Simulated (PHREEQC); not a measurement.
## Copper plating or etch bath: speciation

Consider water at 90 °C with 170 mmol/kgw CuSO4 and 0.39 mmol/kgw HCl. Closed to the air; pH follows from the charge balance.

Model: ion-association model, phreeqc.dat, run in PHREEQC.

No solid was allowed to form.

Question: What pH, ionic strength, specific conductance does the model give?

Answer: pH 3.87; ionic strength 0.325 mol/kgw; specific conductance 32600 µS/cm.

Question: In which forms is Cu present?

Answer: CuSO4 52 %, Cu+2 47 %, Cu2(OH)2+2 0.9 % of the Cu.

Away from 25 °C the constants follow the database's enthalpies or fits; those with neither stay at their 25 °C values.
